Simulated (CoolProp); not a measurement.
A single-stage vapour-compression cycle with c-C4F8 (RC318): evaporating at 261.15 K (dew point), condensing at 298.15 K (bubble point), superheat 2 K, subcooling 8 K, compressor efficiency 0.6, no pressure losses. Each further row changes one setting.

Model: reference Helmholtz-energy equation of state, Platzer 1990, in CoolProp. This equation is an older, rougher fit; its heat capacities, sound speeds and derivatives of the liquid may be far off and weren't checked against measurements.

```tsv
case	cooling COP	pressure ratio	discharge temperature (K)	refrigerating effect (kJ/kg)	volumetric capacity (kJ/m³)
as stated	3.69	3.99	299.2	89.6	666
evaporating temperature 266.15 K	4.49	3.22	299.0	93.0	845
condensing temperature 293.15 K	4.43	3.39	294.8	95.1	706
subcooling 13 K	3.92	3.99	299.2	95.0	706
superheat 12 K	3.78	3.99	309.8	97.0	692
compressor efficiency 0.5	3.08	3.99	305.0	89.6	666
```
